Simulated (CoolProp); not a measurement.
Vapour-liquid equilibrium of n-decane (1) + n-dodecane (2) at 538.7 K; x and y are mole fractions of (1).

Computed with CoolProp (multi-fluid Helmholtz-energy mixture model, Lemmon 2006 and Lemmon 2004; pair parameters Bell 2016).

```
x     bubble pressure, mixture model (kPa)  bubble pressure, Raoult's law (kPa)  y, mixture model  y, Raoult's law
----  ------------------------------------  -----------------------------------  ----------------  ---------------
0.05                                 303.8                                306.5        (withheld)            0.107
0.15                                 336.8                                343.5             0.253            0.287
0.25                                 371.3                                380.4             0.391            0.432
0.35                            (withheld)                                417.4             0.509            0.552
0.45                                 443.5                                454.4             0.612            0.651
0.55                                 480.9                                491.4             0.701            0.736
0.65                                 518.9                                528.4             0.779            0.809
0.75                                 557.7                                565.4             0.850            0.873
0.85                                 597.1                                602.4             0.913            0.928
0.95                                 637.4                                639.4        (withheld)            0.977
```

Fill in the missing entries.


- 0.05, y, mixture model: 0.091
- 0.35, bubble pressure, mixture model (kPa): 406.9
- 0.95, y, mixture model: 0.972

The largest gap from Raoult's law is -2.5 % in bubble pressure, at x = 0.35. No azeotrope shows between x = 0.05 and 0.95.

The pair parameters rest on a limited set of measurements; away from them the model extrapolates.
